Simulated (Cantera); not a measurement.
An isothermal, constant-pressure homogeneous reactor starts with 0.398 % NH3, 99.6 % N2, at 1325 K and 293 Torr.

Cantera simulation using the gas-phase N/H chemistry of the illustrative SiF4/NH3 mechanism in the Surface Chemkin manual (1991); the numbers are that mechanism's predictions, not measurements. Walls and surfaces, which speed up NH3 decomposition in real reactors, are not modelled.

x: mole fraction; the columns are a selection and need not sum to one.

```
t (s)       x NH3    x N2H2       x N      x H2       x H     x NH2
--------  -------  --------  --------  --------  --------  --------
1.00e-6   0.00398    <1e-12    <1e-12    <1e-12    <1e-12    <1e-12
9.17e-6   0.00398    <1e-12    <1e-12    <1e-12  2.01e-12  2.11e-12
8.41e-5   0.00398    <1e-12    <1e-12  3.75e-12  1.52e-11  2.27e-11
0.000771  0.00398    <1e-12    <1e-12  1.33e-10  4.06e-11  3.06e-10
0.00707   0.00398    <1e-12    <1e-12         …  4.12e-11         …
0.0648    0.00398    <1e-12    <1e-12   1.46e-8  4.18e-11   2.91e-8
0.595     0.00398  7.74e-11    <1e-12   2.25e-7  1.12e-10   2.68e-7
5.45      0.00394   3.40e-9  1.07e-10   6.15e-5   1.61e-8   1.59e-6
50.0      0.00369  8.20e-10  4.36e-10         …         …         …
```

Q: Complete the blanks.

A: 
- 0.00707, x H2: 1.55e-9
- 0.00707, x NH2: 3.14e-9
- 50.0, x H2: 0.000443
- 50.0, x H: 4.46e-8
- 50.0, x NH2: 6.81e-7
